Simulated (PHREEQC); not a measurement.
Dissolve 110 mmol/kgw HCl, 9.3 mmol/kgw FeCl2 and 0.032 mmol/kgw Fe2(SO4)3 at 25 °C. Closed to the air; pH follows from the charge balance.

All values are PHREEQC results (ion-association model, phreeqc.dat), not measurements.

- pH = 1.05
- ionic strength = 0.137 mol/kgw
- specific conductance = 39900 µS/cm
- density = 1.000 g/cm³
- total alkalinity = -110 meq/kg

```tsv
species	molality	activity	log γ
Cl-	0.128	0.0952	-0.129
H+	0.110	0.0893	-0.090
Fe+2	0.00874	0.00320	-0.437
FeCl+	0.000550	0.000420	-0.117
HSO4-	7.07e-5	5.41e-5	-0.117
FeCl+2	3.21e-5	1.09e-5	-0.470
Fe+3	2.45e-5	3.78e-6	-0.811
SO4-2	1.86e-5	6.22e-6	-0.475
FeCl2+	6.06e-6	4.62e-6	-0.117
FeSO4	3.43e-6	3.54e-6	0.014
FeHSO4+	2.72e-6	2.08e-6	-0.117
FeOH+2	8.03e-7	2.72e-7	-0.470
FeSO4+	3.38e-7	2.58e-7	-0.117
```

Precipitation was switched off in this run. Complexes and solids missing from the database can't appear.
